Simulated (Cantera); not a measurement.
A closed system holds: 1 mol NaOH, 0.1 mol CO₂, 2 mol H₂O, at 1527 °C and 0.293 Torr.

These are equilibrium values from Cantera (NASA tables, ideal gas, pure condensed phases), not measurements of a reactor. Candidate condensed phases: C, C₆H₆, C₇H₈, C₈H₁₈, H₂O, Na, NaOH, NaO₂, Na₂CO₃, Na₂O, Na₂O₂; 117 gas species. Kinetics and transport are ignored.

Question: What is the equilibrium state?

Answer: 
```
Property                                  Value
------------------------------------  ---------
x(H₂O)                                    0.632
x(Na)                                     0.241
x(O₂)                                    0.0616
x(CO₂)                                   0.0251
x(NaOH)                                  0.0203
x(OH)                                   0.00908
x(H₂)                                   0.00694
x(O)                                    0.00153
x(H)                                    0.00151
gas amount                            3.823 mol
log10 activity of NaOH(l) (absent)        -5.05
log10 activity of Na(l) (absent)          -5.51
log10 activity of Na₂CO₃(l) (absent)     -10.23
```
